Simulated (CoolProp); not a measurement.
Vapour-liquid equilibrium of toluene (1) + m-xylene (2) at 316.4 K; x and y are mole fractions of (1).

Model: multi-fluid Helmholtz-energy mixture model, Lemmon 2006 and Zhou 2012; pair parameters Bell 2016, in CoolProp.

```
x     bubble pressure (MPa)  y at the bubble point  dew pressure at overall composition x (MPa)  liquid density (mol/L)
----  ---------------------  ---------------------  -------------------------------------------  ----------------------
0.05               0.003329                  0.147                                     0.003097                   8.004
0.15               0.004027                  0.369                                     0.003337                   8.112
0.25               0.004729                  0.526                                     0.003619                   8.223
0.35               0.005413                  0.640                                     0.003955                   8.337
0.45               0.006065                  0.726                                     0.004360                   8.454
0.55               0.006681                  0.793                                     0.004858                   8.575
0.65               0.007263                  0.848                                     0.005483                   8.699
0.75               0.007816                  0.895                                     0.006278                   8.827
0.85               0.008352                  0.938                                     0.007288                   8.961
0.95               0.008881                  0.979                                     0.008505                   9.100
```

No azeotrope shows between x = 0.05 and 0.95.

The pair parameters rest on a limited set of measurements; away from them the model extrapolates.
